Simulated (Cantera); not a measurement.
## Transport properties of process gases

Gas mixture: 11.4 % C₂H₄, 44.8 % H₂, 18.9 % CO₂, 24.9 % H₂O, at 0.190 bar, frozen composition.

Cantera's kinetic-theory transport with the Lennard-Jones parameters of GRI-Mech 3.0, ideal gas; thermal conductivity in the mixture-averaged form. Polar gases are described roughly by these parameters. The composition is frozen, though it would react at the higher temperatures.

```
T (K)  ρ (kg/m³)  cp (J/kg/K)  μ (µPa s)  λ (mW/m/K)     Pr  D (cm²/s) CH₄  D (cm²/s) N₂  D (cm²/s) C₂H₂
-----  ---------  -----------  ---------  ----------  -----  -------------  ------------  --------------
400       0.0966         2097       16.5        85.8  0.403           2.62          2.53            1.99
500       0.0773         2214       20.2         105  0.426           3.94          3.77            3.00
600       0.0644         2318       23.6         124  0.444           5.46          5.19            4.18
700       0.0552         2411       26.9         142  0.457           7.16          6.79            5.51
800       0.0483         2496       30.1         161  0.467           9.04          8.55            6.97
900       0.0429         2575       33.1         179  0.475           11.1          10.5            8.57
1000      0.0387         2650       36.0         198  0.482           13.3          12.5            10.3
1100      0.0351         2719       38.8         216  0.488           15.6          14.7            12.1
```
D: mixture-averaged diffusion coefficient of that species in the mixture.
